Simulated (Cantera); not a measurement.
Predominance diagram of Ca at 502 °C against the partial pressures of O2 and Br2 (log10, bar). Standard-state values (1 bar) from the NASA 1993 polynomials, evaluated with Cantera. Candidates: Ca(s), CaBr2(s), CaO(s). Only these pure phases compete in this equilibrium. Not in the tables: oxide halides.

Question: Which phase is stable at these pairs, and which metal-bearing vapour leads over it? (-22.6, -5); (-4.5, -11); (-26, -2); (-5.7, -5); (-6.8, -5); (-13.6, -5); (-7.9, -5)

Answer: 
```json
[
 {"log p(O2)": "-22.6", "log p(Br2)": "-5", "phase": "CaBr2(s)", "chief vapour": "CaBr2", "log p (bar)": "-10.7"},
 {"log p(O2)": "-4.5", "log p(Br2)": "-11", "phase": "CaO(s)", "chief vapour": "CaBr2", "log p (bar)": "-16.7"},
 {"log p(O2)": "-26", "log p(Br2)": "-2", "phase": "CaBr2(s)", "chief vapour": "CaBr2", "log p (bar)": "-10.7"},
 {"log p(O2)": "-5.7", "log p(Br2)": "-5", "phase": "CaBr2(s)", "chief vapour": "CaBr2", "log p (bar)": "-10.7"},
 {"log p(O2)": "-6.8", "log p(Br2)": "-5", "phase": "CaBr2(s)", "chief vapour": "CaBr2", "log p (bar)": "-10.7"},
 {"log p(O2)": "-13.6", "log p(Br2)": "-5", "phase": "CaBr2(s)", "chief vapour": "CaBr2", "log p (bar)": "-10.7"},
 {"log p(O2)": "-7.9", "log p(Br2)": "-5", "phase": "CaBr2(s)", "chief vapour": "CaBr2", "log p (bar)": "-10.7"}
]
```
